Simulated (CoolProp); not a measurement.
Vapour-liquid equilibrium of R114 (1) + n-heptane (2) at 61.45 °C; x and y are mole fractions of (1).

Model: multi-fluid Helmholtz-energy mixture model, Platzer 1990 and Span 2003; pair parameters Bell 2016, in CoolProp. This equation is an older, rougher fit; its heat capacities, sound speeds and derivatives of the liquid may be far off and weren't checked against measurements.

```
x      bubble pressure (kPa)  y at the bubble point  dew pressure at overall composition x (kPa)  liquid density (mol/L)
-----  ---------------------  ---------------------  -------------------------------------------  ----------------------
0.05                   70.84                  0.593                                            …                   6.531
0.125                  129.9                  0.789                                        33.79                   6.627
0.2                    184.5                  0.859                                        36.89                   6.724
0.275                  234.3                  0.895                                        40.62                       …
0.35                   279.2                  0.917                                        45.17                   6.921
0.425                  319.9                  0.932                                        50.86                   7.021
0.5                    357.0                      …                                        58.18                   7.122
0.575                      …                  0.953                                        67.95                   7.223
0.65                   425.2                  0.961                                        81.65                   7.324
0.725                  458.5                  0.969                                        102.2                   7.426
0.8                    493.0                  0.977                                        136.5                   7.528
0.875                  530.1                  0.985                                        204.3                   7.630
0.95                   571.0                  0.993                                        380.3                   7.733
```

**Question.** What belongs in the gaps?

**Answer.** 
- 0.05, dew pressure at overall composition x (kPa): 31.16
- 0.275, liquid density (mol/L): 6.822
- 0.5, y at the bubble point: 0.944
- 0.575, bubble pressure (kPa): 391.7

No azeotrope shows between x = 0.05 and 0.95.

The pair parameters rest on a limited set of measurements; away from them the model extrapolates.
